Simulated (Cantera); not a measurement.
Input: 1 mol SiH₄, 0.35 mol O₂, 5.8 mol N₂, equilibrated at 12.0 mbar.

Cantera equilibrium calculation (NASA polynomials, part measured and part estimated; ideal gas, pure solids and liquids). Candidate condensed phases: H₂O, Si, SiO₂, Si₂N₂O, Si₃N₄; 35 gas species. The numbers say what is thermodynamically allowed, not how fast it happens.

Q: At 1525 °C, list the 5 most abundant gas species with their mole fractions, and the condensed phases.

A: N₂ 0.695, H₂ 0.252, SiO 0.0507, H 0.00161, Si 0.000137. Condensed: Si₂N₂O(s).
